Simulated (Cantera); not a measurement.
Source: NASA polynomial tables (part measured, part estimated), evaluated in Cantera. Values are per mole of reaction as written; species without (g) are pure solids or liquids, kept so even where they would boil at 1 bar.

6 HCl(g) + N2(g) + 6 Cs(g) = 6 CsCl + 2 NH3(g), with ΔH° = -2654.0 kJ and ΔS° = -1373.6 J/K at 300 K.

### Question
How far is the shortcut ΔG° ≈ ΔH°(300 K) − T·ΔS°(300 K) from the full temperature-dependent value at 798, 898, 998, 1098, 1198, 1298, 1398, 1498, 1598 K?

### Answer
```json
[
 {"T (K)": "798", "shortcut (kJ)": "-1557.8", "full (kJ)": "-1583.0", "difference (kJ)": "25.2", "difference in log10 K": "-1.65", "condensed phases": "CsCl(s)"},
 {"T (K)": "898", "shortcut (kJ)": "-1420.5", "full (kJ)": "-1459.0", "difference (kJ)": "38.5", "difference in log10 K": "-2.24", "condensed phases": "CsCl(s)"},
 {"T (K)": "998", "shortcut (kJ)": "-1283.1", "full (kJ)": "-1345.2", "difference (kJ)": "62.1", "difference in log10 K": "-3.25", "condensed phases": "CsCl(l)"},
 {"T (K)": "1098", "shortcut (kJ)": "-1145.7", "full (kJ)": "-1235.8", "difference (kJ)": "90.0", "difference in log10 K": "-4.28", "condensed phases": "CsCl(l)"},
 {"T (K)": "1198", "shortcut (kJ)": "-1008.4", "full (kJ)": "-1128.4", "difference (kJ)": "120.0", "difference in log10 K": "-5.23", "condensed phases": "CsCl(l)"},
 {"T (K)": "1298", "shortcut (kJ)": "-871.0", "full (kJ)": "-1023.0", "difference (kJ)": "152.0", "difference in log10 K": "-6.12", "condensed phases": "CsCl(l)"},
 {"T (K)": "1398", "shortcut (kJ)": "-733.7", "full (kJ)": "-919.5", "difference (kJ)": "185.8", "difference in log10 K": "-6.94", "condensed phases": "CsCl(l)"},
 {"T (K)": "1498", "shortcut (kJ)": "-596.3", "full (kJ)": "-817.6", "difference (kJ)": "221.3", "difference in log10 K": "-7.72", "condensed phases": "CsCl(l)"},
 {"T (K)": "1598", "shortcut (kJ)": "-458.9", "full (kJ)": "-717.2", "difference (kJ)": "258.3", "difference in log10 K": "-8.44", "condensed phases": "CsCl(l)"}
]
```
The shortcut ignores heat capacities and the phase changes listed.
